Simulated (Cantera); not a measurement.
Cantera run:

```python
import numpy as np
import cantera as ct

gas_names = """
    C CN CO CO2 C2 CCN CNC C2N2 C2O C3 C3O2 C4 C4N2 C5 N NCO NO NO2 NO3 N2 N2O O O2 O3 Si SiC SiC2 SiN
    SiO SiO2 Si2 Si2C Si2N Si3
""".split()
cond_names = """
    C(gr) Si(cr) Si(L) SiC(b) SiO2(Lqz) SiO2(hqz) SiO2(L) Si2N2O(s) Si3N4(a)
""".split()


def load(file, names, dense=False):
    # The tables refer to 1 bar. Condensed volumes are neglected.
    table = {s.name: s for s in ct.Species.list_from_file(file)}
    out = []
    for n in names:
        d = dict(table[n].input_data)
        d["thermo"] = dict(d["thermo"], **{"reference-pressure": 1e5})
        if dense:
            d["equation-of-state"] = {"model": "constant-volume", "density": "1e6 g/cm^3"}
        out.append(ct.Species.from_dict(d))
    return out


gas = ct.Solution(thermo="ideal-gas", species=load("nasa_gas.yaml", gas_names))
cond = {s.name: ct.Solution(thermo="fixed-stoichiometry", species=[s], name=s.name)
        for s in load("nasa_condensed.yaml", cond_names, dense=True)}
atoms = {
    'Si3N4': {'Si': 3, 'N': 4},
    'CO2': {'C': 1, 'O': 2},
    'N2': {'N': 2},
}
top_T = {'C(gr)': 4500, 'SiC(b)': 3050, 'Si2N2O(s)': 2100, 'Si3N4(a)': 2400}  # K; cautious upper limits of use, not melting points


def equilibrate(T, P, feed):
    n = {}
    for name, mol in feed.items():
        for a, k in atoms[name].items():
            n[a] = n.get(a, 0.0) + k * mol
    gas.TPX = T, P, n
    mass = sum(n.values()) * gas.mean_molecular_weight
    gas.equilibrate("TP")
    valid = [c for c in cond.values() if c.min_temp <= T <= top_T.get(c.name, c.max_temp)]
    mix = ct.Mixture([(gas, mass / gas.mean_molecular_weight)] + [(c, 0.0) for c in valid])
    mix.T, mix.P = T, P
    mix.equilibrate("TP", solver="vcs", rtol=1e-11, max_steps=5000)
    return mix


results = []
feed = {'Si3N4': 1, 'CO2': 0.18, 'N2': 1.8}  # mol
P = 101325  # Pa
for T in [1048, 1123, 1198, 1273, 1348, 1423, 1498, 1573, 1648, 1723, 1798, 1873, 1948]:
    mix = equilibrate(T, P, feed)
    results.append((T, P, feed, dict(zip(mix.species_names, mix.species_moles))))
    x = sorted(zip(gas.X, gas.species_names), reverse=True)
    print(f"T = {T:g} K  P = {P:g} Pa  gas = {mix.phase_moles(0):.4g} mol")
    print("   x: " + "  ".join(f"{s} {v:.3e}" for v, s in x if v > 1e-06))
    print("   condensed (mol): " + ("  ".join(f"{mix.phase(i).name} {mix.phase_moles(i):.4g}"
          for i in range(1, mix.n_phases) if mix.phase_moles(i) > 1e-12) or "none"))
```

Output:

```
T = 1048 K  P = 101325 Pa  gas = 1.92 mol
   x: N2 1.000e+00
   condensed (mol): C(gr) 0.18  Si2N2O(s) 0.36  Si3N4(a) 0.76
T = 1123 K  P = 101325 Pa  gas = 1.92 mol
   x: N2 1.000e+00
   condensed (mol): C(gr) 0.18  Si2N2O(s) 0.36  Si3N4(a) 0.76
T = 1198 K  P = 101325 Pa  gas = 1.92 mol
   x: N2 1.000e+00
   condensed (mol): C(gr) 0.18  Si2N2O(s) 0.36  Si3N4(a) 0.76
T = 1273 K  P = 101325 Pa  gas = 1.92 mol
   x: N2 1.000e+00
   condensed (mol): C(gr) 0.18  Si2N2O(s) 0.36  Si3N4(a) 0.76
T = 1348 K  P = 101325 Pa  gas = 1.92 mol
   x: N2 1.000e+00  CO 4.568e-06
   condensed (mol): C(gr) 0.18  Si2N2O(s) 0.36  Si3N4(a) 0.76
T = 1423 K  P = 101325 Pa  gas = 1.92 mol
   x: N2 1.000e+00  CO 2.133e-05
   condensed (mol): C(gr) 0.18  Si2N2O(s) 0.36  Si3N4(a) 0.76
T = 1498 K  P = 101325 Pa  gas = 1.92 mol
   x: N2 9.999e-01  CO 8.512e-05
   condensed (mol): C(gr) 0.1798  Si2N2O(s) 0.3598  Si3N4(a) 0.7601
T = 1573 K  P = 101325 Pa  gas = 1.92 mol
   x: N2 9.997e-01  CO 2.969e-04
   condensed (mol): C(gr) 0.1794  Si2N2O(s) 0.3594  Si3N4(a) 0.7604
T = 1648 K  P = 101325 Pa  gas = 1.921 mol
   x: N2 9.991e-01  CO 9.223e-04  SiO 1.949e-06
   condensed (mol): C(gr) 0.1782  Si2N2O(s) 0.3582  Si3N4(a) 0.7612
T = 1723 K  P = 101325 Pa  gas = 2.04 mol
   x: N2 9.975e-01  CO 2.448e-03  SiO 1.206e-05
   condensed (mol): SiC(b) 0.175  Si2N2O(s) 0.355  Si3N4(a) 0.705
T = 1798 K  P = 101325 Pa  gas = 2.04 mol
   x: N2 9.961e-01  CO 3.830e-03  SiO 6.387e-05
   condensed (mol): SiC(b) 0.1722  Si2N2O(s) 0.3521  Si3N4(a) 0.7079
T = 1873 K  P = 101325 Pa  gas = 2.041 mol
   x: N2 9.939e-01  CO 5.776e-03  SiO 2.947e-04
   condensed (mol): SiC(b) 0.1682  Si2N2O(s) 0.3476  Si3N4(a) 0.712
T = 1948 K  P = 101325 Pa  gas = 2.043 mol
   x: N2 9.904e-01  CO 8.423e-03  SiO 1.204e-03  Si 4.301e-06  SiN 1.274e-06
   condensed (mol): SiC(b) 0.1628  Si2N2O(s) 0.3403  Si3N4(a) 0.718
```

Method: chemical equilibrium by Gibbs-energy minimisation in Cantera with the NASA 1993 tables (ideal gas, pure condensed phases). Mutual solubility and eutectic melting of coexisting phases are not modelled.
